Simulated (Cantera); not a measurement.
# Premixed flame

A freely propagating, adiabatic, planar premixed flame of 18.5 % H2, 17.1 % O2, 64.4 % N2, unburnt at 673 K and 4.93 atm; mixture-averaged transport, grid criteria slope 0.08 and curve 0.16, no radiation.

Computed with Cantera and the H2/O2 subset of GRI-Mech 3.0, which has no nitrogen chemistry. The hydrogen kinetics of GRI-Mech 3.0 are dated; newer H2 mechanisms differ, most at raised pressure. Burning velocities carry a grid error of a few per cent, more on coarse grids. Lean hydrogen flames are cellular in practice and burn faster than this planar one.

| z (mm) | T (K) | u (m/s) | x H2 | x O2 | x O | x H2O | x H | x OH |
|---|---|---|---|---|---|---|---|---|
| -0.193 | 673 | 2.86 | 0.184 | 0.171 | <1e-8 | 1.99e-6 | <1e-8 | <1e-8 |
| -0.129 | 673 | 2.85 | 0.182 | 0.172 | <1e-8 | 2.24e-5 | <1e-8 | <1e-8 |
| -0.0964 | 675 | 2.85 | 0.178 | 0.173 | <1e-8 | 0.000138 | <1e-8 | <1e-8 |
| -0.0643 | 684 | 2.85 | 0.167 | 0.175 | 1.69e-7 | 0.000962 | 3.21e-8 | 1.97e-8 |
| -0.0321 | 810 | 3.26 | 0.127 | 0.175 | 3.04e-5 | 0.0164 | 8.40e-5 | 7.88e-5 |
| -0.0161 | 1073 | 4.23 | 0.0889 | 0.162 | 0.000477 | 0.0545 | 0.00118 | 0.000745 |
| 0 | 1392 | 5.43 | 0.0481 | 0.133 | 0.00248 | 0.110 | 0.00403 | 0.00282 |
| 0.0161 | 1620 | 6.31 | 0.0215 | 0.108 | 0.00465 | 0.152 | 0.00527 | 0.00594 |
| 0.0321 | 1752 | 6.81 | 0.0103 | 0.0958 | 0.00511 | 0.172 | 0.00428 | 0.00786 |
| 0.0643 | 1874 | 7.26 | 0.00424 | 0.0899 | 0.00362 | 0.185 | 0.00199 | 0.00806 |
| 0.129 | 1951 | 7.54 | 0.00166 | 0.0891 | 0.00155 | 0.192 | 0.000513 | 0.00594 |
| 0.257 | 1985 | 7.65 | 0.000538 | 0.0895 | 0.000513 | 0.195 | 9.43e-5 | 0.00360 |
| 0.514 | 1997 | 7.69 | 0.000181 | 0.0898 | 0.000182 | 0.197 | 1.95e-5 | 0.00220 |
x: mole fraction of selected species; z is measured from the peak of heat release.

```
Property                      Value
------------------------  ---------
laminar burning velocity   286 cm/s
thermal thickness         0.0643 mm
peak x(O)                   0.00515
peak x(H)                   0.00528
peak x(OH)                  0.00832
grid points                     110
```
